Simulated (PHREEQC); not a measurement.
## Hard or scaling water (model solution)

A solution holds 0.0044 mol/kgw CaSO4 and 0.0085 mol/kgw Na2SO4, at 20 °C. Closed to the air; pH follows from the charge balance.

Equilibrium calculation in PHREEQC: Pitzer model, pitzer.dat.

```
Quantity                       Value
--------------------  --------------
ionic strength        0.0431 mol/kgw
specific conductance      2440 µS/cm
osmotic coefficient            0.838
```

| species | molality | activity | log γ |
|---|---|---|---|
| Na+ | 0.0170 | 0.0142 | -0.079 |
| SO4-2 | 0.0129 | 0.00547 | -0.372 |
| Ca+2 | 0.00440 | 0.00151 | -0.464 |
| OH- | 1.23e-7 | 9.85e-8 | -0.095 |
| H+ | 8.48e-8 | 6.95e-8 | -0.087 |
| HSO4- | 3.79e-8 | 3.15e-8 | -0.079 |

This is a speciation only: nothing precipitates in the calculation.
